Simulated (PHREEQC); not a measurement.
Solution (25 °C): 0.64 mol NaCl, 0.017 mol H3BO3 and 0.00013 mol H4SiO4 per kg of water. Closed to the air; pH follows from the charge balance.

The numbers come from PHREEQC with the Pitzer model, pitzer.dat.

```tsv
quantity	before	after
pH	5.37	5.37
H3SiO4- (mol/kgw)	9.61e-9	1.80e-8
SI of SiO2(a) (SiO2)	-1.17	-1.34
SI of Halite (NaCl)	-2.32	-2.35
```

Which change was made?
A. temperature from 25 to 15 °C
B. temperature from 25 to 80 °C
C. NaCl from 0.64 to 0.704 mol/kgw
D. temperature from 25 to 45 °C

D, temperature from 25 to 45 °C

No solid was allowed to form. Away from 25 °C the constants follow the database's enthalpies or fits; those with neither stay at their 25 °C values.
